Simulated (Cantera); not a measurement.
# HgO + O2 + H2 (iron carbonyl, mercury and lead vapours)

Feed: 1 mol HgO, 0.087 mol O2, a varied amount of H2, equilibrated at 1123 K and 14.0 mbar.

These are equilibrium values from Cantera (NASA tables, ideal gas, pure condensed phases), not measurements of a reactor. Candidate condensed phases: H2O, Hg, HgO; 10 gas species. Rates play no part.

| n(H2) (mol) | x H2 | x Hg | x H2O | x O2 |
|---|---|---|---|---|
| 0.25 | 5.46e-9 | 0.584 | 0.146 | 0.270 |
| 0.37 | 8.52e-9 | 0.564 | 0.209 | 0.227 |
| 0.55 | 1.40e-8 | 0.537 | 0.295 | 0.168 |
| 0.81 | 2.61e-8 | 0.502 | 0.407 | 0.0914 |
| 1.2 | 0.0118 | 0.455 | 0.534 | <1e-12 |
| 1.7 | 0.195 | 0.370 | 0.435 | <1e-12 |
| 2.5 | 0.379 | 0.286 | 0.335 | <1e-12 |
| 3.7 | 0.537 | 0.213 | 0.250 | <1e-12 |
| 5.5 | 0.666 | 0.154 | 0.181 | <1e-12 |
| 8.1 | 0.761 | 0.110 | 0.129 | <1e-12 |
| 12 | 0.833 | 0.0769 | 0.0903 | <1e-12 |
x: gas mole fraction; nothing condenses.

From 0.25 mol H2 to 12 mol H2 nothing is condensed. The main Hg-bearing gas is Hg throughout.
